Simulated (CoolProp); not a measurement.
n-hexane along the isobar 1.01 bar: Z from the reference equation and from simpler models built on Tc = 507.8 K, pc = 30.44 bar, ω = 0.300; each cubic takes its own stable root.

Model: reference Helmholtz-energy equation of state, Thol 2019, in CoolProp.

```tsv
T (K)	phase	reference
208.6	liquid	0.006851
224.3	liquid	0.006489
239.9	liquid	0.006181
255.6	liquid	0.005914
271.2	liquid	0.005686
286.8	liquid	0.005488
302.5	liquid	0.005317
318.1	liquid	0.005171
333.7	liquid	0.005048
349.4	gas	0.9552
365	gas	0.9620
380.6	gas	0.9674
396.3	gas	0.9719
```

How far does each simpler model (van der Waals, Soave-Redlich-Kwong) lie from the reference over these 13 states: mean and median of the absolute difference, and the worst?


- van der Waals: mean 6951.2 %, median 71.2 %, worst +19178.9 % at 333.7 K and 1.01 bar
- Soave-Redlich-Kwong: mean 8.2 %, median 10.9 %, worst +13.3 % at 208.6 K and 1.01 bar

At some of these states van der Waals gives the other phase, because its saturation line lies elsewhere.
